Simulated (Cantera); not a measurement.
A perfectly stirred reactor is fed with C2H6 : N2 = 1 : 5.4 (molar parts), at 11000 Pa; it is held at 1173 K, and followed from long to short residence time.

Cantera simulation using GRI-Mech 3.0 (53 species, 325 reactions); the numbers are that mechanism's predictions, not measurements. GRI-Mech 3.0 stops at C3 and has no aromatics, soot or wall deposition, so with more carbon than oxygen in the feed, carbon stays in small species such as C2H2 where larger ones or solid carbon would form.

**Question.** Predict: x(C2H6) at τ = 0.320 s; x(CH3) at τ = 0.320 s; x(H2) at τ = 0.320 s; x(H) at τ = 0.320 s; x(CH4) at τ = 0.320 s; x(C2H6) at τ = 12.0 ms; x(CH3) at τ = 12.0 ms; x(H2) at τ = 12.0 ms; x(H) at τ = 12.0 ms; x(CH4) at τ = 12.0 ms.

**Answer.** 
```json
{
 "x(C2H6) at τ = 0.320 s": "0.0269",
 "x(CH3) at τ = 0.320 s": "2.41e-5",
 "x(H2) at τ = 0.320 s": "0.109",
 "x(H) at τ = 0.320 s": "3.86e-6",
 "x(CH4) at τ = 0.320 s": "0.0197",
 "x(C2H6) at τ = 12.0 ms": "0.139",
 "x(CH3) at τ = 12.0 ms": "4.78e-5",
 "x(H2) at τ = 12.0 ms": "0.0137",
 "x(H) at τ = 12.0 ms": "2.40e-6",
 "x(CH4) at τ = 12.0 ms": "0.00166"
}
```
